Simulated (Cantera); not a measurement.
A closed system holds: 1 mol ZrN, 1.7 mol N₂, equilibrated at 2948.15 K and 7.40 bar.

Equilibrium computed with Cantera from the NASA thermochemical tables; the gas is ideal and each condensed phase is pure. Candidate condensed phases: Zr, ZrN; 4 gas species. ZrN: taken at fixed stoichiometry. The numbers say what is thermodynamically allowed, not how fast it happens.

Base state: N₂ 1.000 (mole fractions); condensed: ZrN(s).

Question: What changes in the equilibrium state with this change: pressure from 7.40 bar to 1.33 mbar?

Answer: 
```json
[
 {"species": "N₂", "before": "1.000", "after": "0.906"},
 {"species": "Zr", "before": "2.17e-7", "after": "0.0941"},
 {"species": "N", "before": "3.64e-6", "after": "0.000258"},
 {"species": "ZrN(s), mol", "before": "1.00", "after": "0.814"}
]
```
